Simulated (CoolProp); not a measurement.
Vapour-liquid equilibrium of R152A (1) + methanol (2) at 1.43 bar; x and y are mole fractions of (1).

Values from CoolProp's multi-fluid Helmholtz-energy mixture model, Outcalt 1996 and de Reuck 1993; pair parameters Bell 2016.

| x | bubble temperature, mixture model (K) | bubble temperature, Raoult's law (K) | y, mixture model | y, Raoult's law |
|---|---|---|---|---|
| 0.05 | 300.6 | 330.6 | 0.865 | 0.494 |
| 0.2 | 273.5 | 300.5 | 0.972 | 0.893 |
| 0.35 | 269.5 | 284.8 | 0.979 | 0.963 |
| 0.5 | 267.4 | 274.9 | 0.982 | 0.984 |
| 0.65 | 265.0 | 268.0 | 0.987 | 0.993 |
| 0.8 | 261.9 | 262.7 | 0.992 | 0.997 |
| 0.95 | 258.4 | 258.4 | 0.998 | 0.999 |

The largest gap from Raoult's law is -30.0 K in bubble temperature, at x = 0.05. No azeotrope shows between x = 0.05 and 0.95.

Pair parameters are fitted to limited data, so mixtures are less certain than the pure fluids. With so large a gap from Raoult's law the liquid may split in two, which this calculation doesn't test in full.
